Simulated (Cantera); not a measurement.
# NO annealing gas

An isothermal, constant-pressure homogeneous reactor starts with 79.8 % NO, 20.2 % N2, at 1775 K and 0.0434 atm.

Detailed kinetics in Cantera: GRI-Mech 3.0 (53 species, 325 reactions). Radical loss at walls, strong at low pressure, is not modelled.

```csv
t (s),x NO,x N2O,x O,x O2,x N2,x NO2
6.00e-6,0.798,3.10e-8,3.10e-8,1.48e-12,0.202,1.86e-11
2.54e-5,0.798,1.31e-7,1.31e-7,2.61e-11,0.202,3.28e-10
0.000108,0.798,5.55e-7,5.51e-7,4.67e-10,0.202,5.86e-9
0.000456,0.798,2.34e-6,2.26e-6,8.27e-9,0.202,1.02e-7
0.00193,0.798,9.78e-6,8.55e-6,1.46e-7,0.202,1.60e-6
0.00818,0.798,3.89e-5,2.55e-5,3.34e-6,0.202,1.72e-5
0.0346,0.798,0.000126,4.72e-5,8.03e-5,0.202,5.80e-5
0.147,0.796,0.000226,5.71e-5,0.000677,0.203,7.01e-5
0.621,0.791,0.000230,6.33e-5,0.00346,0.205,8.24e-5
2.63,0.767,0.000210,8.19e-5,0.0152,0.217,0.000120
11.1,0.674,0.000152,0.000130,0.0618,0.264,0.000197
47.2,0.399,4.81e-5,0.000212,0.199,0.402,0.000212
200,0.0761,1.67e-6,0.000277,0.361,0.563,5.51e-5
```
x: mole fraction; the columns are a selection and need not sum to one.

Equilibrium at this temperature and pressure: NO 0.00459, N2O 4.84e-8, O 0.000289, O2 0.396, N2 0.599, NO2 3.49e-6 (gas phase only).
